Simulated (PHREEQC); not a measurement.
Solution A (5.8 mmol/kgw NH4Cl and 12 mmol/kgw K2HPO4) is mixed with solution B (0.052 mol NaH2PO4, 0.14 mol HF and 1.9e-06 mol H4SiO4 per kg of water) at 25 °C; shares are by mass of water, 1 kg in all. O2 is buffered at 0.21 atm. CO2 from the air is kept out. Solids allowed: SiO2(a), Halite. Others were left out.

Model: ion-association model, wateq4f.dat, run in PHREEQC.

```csv
share of solution B,pH,SiF6-2 (mol/kgw),H2PO4- (mol/kgw),HF (mol/kgw),H3PO4 (mol/kgw),H2F2 (mol/kgw)
0,8.31,0,0.000518,0,3.11e-10,0
0.05,6.64,0,0.00961,2.01e-6,2.75e-7,1.06e-11
0.1,3.75,1.90e-7,0.0156,0.00251,0.000349,1.66e-5
0.2,3.04,3.80e-7,0.0180,0.0137,0.00204,0.000492
0.25,2.91,4.75e-7,0.0191,0.0189,0.00291,0.000937
0.3,2.82,5.70e-7,0.0202,0.0239,0.00379,0.00150
0.4,2.69,7.60e-7,0.0224,0.0333,0.00559,0.00292
0.45,2.64,8.55e-7,0.0235,0.0378,0.00651,0.00375
0.5,2.61,9.50e-7,0.0246,0.0421,0.00743,0.00466
0.55,2.57,1.04e-6,0.0256,0.0463,0.00837,0.00564
0.6,2.54,1.14e-6,0.0267,0.0504,0.00931,0.00668
0.7,2.49,1.33e-6,0.0288,0.0582,0.0112,0.00892
0.75,2.47,1.42e-6,0.0298,0.0620,0.0122,0.0101
0.8,2.45,1.52e-6,0.0309,0.0656,0.0131,0.0114
0.9,2.42,1.71e-6,0.0329,0.0728,0.0151,0.0140
0.95,2.40,1.81e-6,0.0340,0.0762,0.0160,0.0153
1,2.39,1.90e-6,0.0350,0.0796,0.0170,0.0167
```

Species that the database lacks are ignored. wateq4f.dat counts part of the HF as a dimer, H2F2, which phreeqc.dat doesn't know; its constant is uncertain. H3PO4, which wateq4f.dat lacks, is added to it with the constant of phreeqc.dat. SiF6-2 is the database's only silicon fluoride.
